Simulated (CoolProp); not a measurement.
Ethanol at several states: density (kg/m³) from the reference equation and from simpler models built on Tc = 514.7 K, pc = 6.268 MPa, ω = 0.644; each cubic takes its own stable root.

The numbers come from the reference Helmholtz-energy equation of state, Schroeder 2014 in CoolProp.

```tsv
T (K)	p (MPa)	phase	reference	van der Waals	Redlich-Kwong	Soave-Redlich-Kwong	Peng-Robinson
472.3	0.237	gas	2.829	2.820	2.827	2.832	2.836
395.6	0.03	gas	0.4224	0.4213	0.4216	0.4220	0.4221
296.9	0.0535	liquid	786.2	___	___	___	752.6
617.6	10.9	supercritical	133.0	170.6	157.1	128.2	134.7
313.5	0.138	liquid	771.8	___	2.515	___	739.1
509.3	2.64	gas	33.87	___	34.44	___	35.20
```

Task: Complete the blanks.

Result: 
- 296.9, van der Waals: 1.008
- 296.9, Redlich-Kwong: 1.012
- 296.9, Soave-Redlich-Kwong: 669.4
- 313.5, van der Waals: 2.491
- 313.5, Soave-Redlich-Kwong: 656.8
- 509.3, van der Waals: 33.63
- 509.3, Soave-Redlich-Kwong: 34.54

At some of these states van der Waals, Redlich-Kwong gives the other phase, because its saturation line lies elsewhere.
